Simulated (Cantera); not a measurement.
Charge: 1 mol TiCl₄, 0.2 mol H₂O, 1.1 mol H₂, held at 1900 K and 0.680 bar.

Method: chemical equilibrium by Gibbs-energy minimisation in Cantera with the NASA 1993 tables (ideal gas, pure condensed phases). Candidate condensed phases: H₂O, Ti, TiCl₂, TiCl₃, TiCl₄, TiO, TiO₂, Ti₂O₃, Ti₃O₅, Ti₄O₇; 23 gas species. The tables' values for TiCl₂ are old estimates; treat these amounts as uncertain. Equilibrium is a limit: real reactors are often held back by kinetics, nucleation or transport.

What is the equilibrium state?


- x(HCl): 0.441
- x(H₂): 0.246
- x(TiCl₃): 0.239
- x(TiCl₄): 0.0668
- x(TiCl₂): 0.00612
- x(Cl): 0.000645
- x(H): 0.000477
- x(H₂O): 0.000327
- x(TiOCl₂): 0.000287
- n(Ti₂O₃(s)): 0.0661 mol
- gas amount: 2.784 mol
- log10 activity of Ti₃O₅(s) (absent): -0.13
- log10 activity of Ti₄O₇(s) (absent): -0.76
- log10 activity of TiCl₄(l) (absent): -3.18
